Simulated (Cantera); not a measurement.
Cantera run:

```python
import numpy as np
import cantera as ct

gas_names = """
    O2 VO2 PbO TaO2 B2O2 TiO H2 H2O
""".split()
cond_names = """
    Li(cr) Li(L) Li2O(s) Li2O(L) V(cr) V(L) Pb(cr) Pb(L) Ta(cr) Ta(L) B(b) B(L) Ti(a) Ti(b) Ti(L)
""".split()


# ... load() reads the species with a 1 bar reference pressure and builds the phases ...
species = {s.name: s for s in load("nasa_gas.yaml", gas_names) + load("nasa_condensed.yaml", cond_names)}
# Each term lists the table entries of one substance; the one whose range holds T is used.
reactions = {
    '4 Li + O2(g) = 2 Li2O':
        [(-4, ['Li(cr)', 'Li(L)']), (-1, ['O2']), (2, ['Li2O(s)', 'Li2O(L)'])],
    'V + O2(g) = VO2(g)':
        [(-1, ['V(cr)', 'V(L)']), (-1, ['O2']), (1, ['VO2'])],
    '2 Pb + O2(g) = 2 PbO(g)':
        [(-2, ['Pb(cr)', 'Pb(L)']), (-1, ['O2']), (2, ['PbO'])],
    'Ta + O2(g) = TaO2(g)':
        [(-1, ['Ta(cr)', 'Ta(L)']), (-1, ['O2']), (1, ['TaO2'])],
    '2 B + O2(g) = B2O2(g)':
        [(-2, ['B(b)', 'B(L)']), (-1, ['O2']), (1, ['B2O2'])],
    '2 Ti + O2(g) = 2 TiO(g)':
        [(-2, ['Ti(a)', 'Ti(b)', 'Ti(L)']), (-1, ['O2']), (2, ['TiO'])],
    '2 H2(g) + O2(g) = 2 H2O(g)':
        [(-2, ['H2']), (-1, ['O2']), (2, ['H2O'])],
}


def pick(names, T):
    return next(species[n] for n in names if species[n].thermo.min_temp <= T <= species[n].thermo.max_temp)


results = []
for label, terms in reactions.items():
    print(label)
    print("     T/K   dH/kJ  dS/(J/K)   dG/kJ   log10 K")
    for T in [1425, 1475, 1525, 1575, 1625, 1675, 1725, 1775]:
        used = [(nu, pick(names, T)) for nu, names in terms]
        dH = sum(nu * s.thermo.h(T) for nu, s in used) / 1e6
        dS = sum(nu * s.thermo.s(T) for nu, s in used) / 1e3
        dG = dH - T * dS / 1e3
        logK = -dG * 1e6 / (ct.gas_constant * T * np.log(10))
        results.append((label, T, dH, dS, dG, logK, [s.name for _, s in used]))
        print(f"{T:8g} {dH:8.1f} {dS:8.1f} {dG:8.1f} {logK:8.2f}")
```

Output:

```
4 Li + O2(g) = 2 Li2O
     T/K   dH/kJ  dS/(J/K)   dG/kJ   log10 K
    1425  -1194.8   -265.5   -816.5    29.93
    1475  -1192.9   -264.1   -803.2    28.45
    1525  -1190.9   -262.8   -790.1    27.06
    1575  -1189.0   -261.6   -777.0    25.77
    1625  -1187.0   -260.3   -763.9    24.56
    1675  -1185.0   -259.1   -750.9    23.42
    1725  -1183.0   -257.9   -738.0    22.35
    1775  -1180.9   -256.8   -725.1    21.34
V + O2(g) = VO2(g)
     T/K   dH/kJ  dS/(J/K)   dG/kJ   log10 K
    1425   -243.2     17.2   -267.6     9.81
    1475   -243.8     16.7   -268.5     9.51
    1525   -244.6     16.2   -269.3     9.22
    1575   -245.3     15.7   -270.1     8.96
    1625   -246.1     15.3   -270.9     8.71
    1675   -246.9     14.8   -271.6     8.47
    1725   -247.7     14.3   -272.3     8.25
    1775   -248.6     13.8   -273.1     8.04
2 Pb + O2(g) = 2 PbO(g)
     T/K   dH/kJ  dS/(J/K)   dG/kJ   log10 K
    1425    109.3     99.5    -32.5     1.19
    1475    108.4     98.9    -37.5     1.33
    1525    107.5     98.3    -42.4     1.45
    1575    106.5     97.7    -47.3     1.57
    1625    105.6     97.1    -52.2     1.68
    1675    104.7     96.6    -57.0     1.78
    1725    103.8     96.0    -61.8     1.87
    1775    102.9     95.5    -66.6     1.96
Ta + O2(g) = TaO2(g)
     T/K   dH/kJ  dS/(J/K)   dG/kJ   log10 K
    1425   -209.2     21.8   -240.2     8.81
    1475   -209.7     21.5   -241.3     8.55
    1525   -210.1     21.2   -242.4     8.30
    1575   -210.5     20.9   -243.4     8.07
    1625   -211.0     20.6   -244.5     7.86
    1675   -211.5     20.3   -245.5     7.66
    1725   -212.0     20.0   -246.5     7.46
    1775   -212.5     19.7   -247.5     7.28
2 B + O2(g) = B2O2(g)
     T/K   dH/kJ  dS/(J/K)   dG/kJ   log10 K
    1425   -461.7     20.6   -491.0    18.00
    1475   -462.2     20.3   -492.1    17.42
    1525   -462.6     19.9   -493.1    16.89
    1575   -463.1     19.6   -494.0    16.38
    1625   -463.6     19.3   -495.0    15.91
    1675   -464.1     19.0   -496.0    15.47
    1725   -464.7     18.7   -496.9    15.05
    1775   -465.2     18.4   -497.8    14.65
2 Ti + O2(g) = 2 TiO(g)
     T/K   dH/kJ  dS/(J/K)   dG/kJ   log10 K
    1425     77.9    163.9   -155.8     5.71
    1475     76.6    163.1   -163.9     5.81
    1525     75.4    162.3   -172.1     5.89
    1575     74.0    161.4   -180.2     5.98
    1625     72.5    160.5   -188.2     6.05
    1675     71.0    159.5   -196.2     6.12
    1725     69.4    158.6   -204.2     6.18
    1775     67.7    157.6   -212.1     6.24
2 H2(g) + O2(g) = 2 H2O(g)
     T/K   dH/kJ  dS/(J/K)   dG/kJ   log10 K
    1425   -499.9   -114.1   -337.3    12.36
    1475   -500.2   -114.4   -331.6    11.74
    1525   -500.6   -114.6   -325.8    11.16
    1575   -500.9   -114.8   -320.1    10.62
    1625   -501.2   -114.9   -314.4    10.10
    1675   -501.4   -115.1   -308.6     9.62
    1725   -501.7   -115.2   -302.9     9.17
    1775   -501.9   -115.4   -297.1     8.74
```

Standard-state values (1 bar) from the NASA 1993 polynomials, evaluated with Cantera. Condensed species are held in their standard states even where they would react or evaporate.
